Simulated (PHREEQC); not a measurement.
0.58 g of hydrous ferric oxide (600 m²/g; 0.2 weak and 0.005 strong sites per Fe, Dzombak-Morel constants, diffuse double layer) in 1 kg of water with 0.1 mol/kgw of an inert sodium salt and 0.0005 mol/kgw NiCl2, at 25 °C; the pH is set by adding NaOH or the inert anion's acid. Oxygen alone is held at its pressure in air (log pO2 = -0.68). The system is closed to CO2. Nothing may precipitate in this run.

Equilibrium calculation in PHREEQC: ion-association model, wateq4f.dat.

Q: Predict Ni sorbed (%), surface charge σ (C/m²) at pH = 4.5, 5.25.

A: 
| pH | Ni sorbed (%) | surface charge σ (C/m²) |
|---|---|---|
| 4.5 | 0.1 | 0.273 |
| 5.25 | 1.8 | 0.187 |

Along this series the solution becomes supersaturated in solids that the run did not let form, among them Ni(OH)2. The oxide is taken as insoluble; below pH 4 it would dissolve.
